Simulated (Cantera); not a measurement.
An isothermal, constant-pressure homogeneous reactor starts with C2H6 : H2 = 1 : 15 (molar parts), at 1800 K and 1.00 atm.

Detailed kinetics in Cantera: GRI-Mech 3.0 (53 species, 325 reactions). GRI-Mech 3.0 stops at C3 and has no aromatics, soot or wall deposition, so with more carbon than oxygen in the feed, carbon stays in small species such as C2H2 where larger ones or solid carbon would form.

One state of this run: x C2H6 = 2.32e-5; x H2 = 0.908; x C2H2 = 0.0239; x C2H4 = 0.00267; x CH4 = 0.0650; x C2H = 7.19e-8. x: mole fraction; the columns are a selection and need not sum to one.

Problem. Which value of t (s) does it belong to?
A) 0.000338
B) 0.00145
C) 2.10
D) 4.29e-6

Solution. A, 0.000338
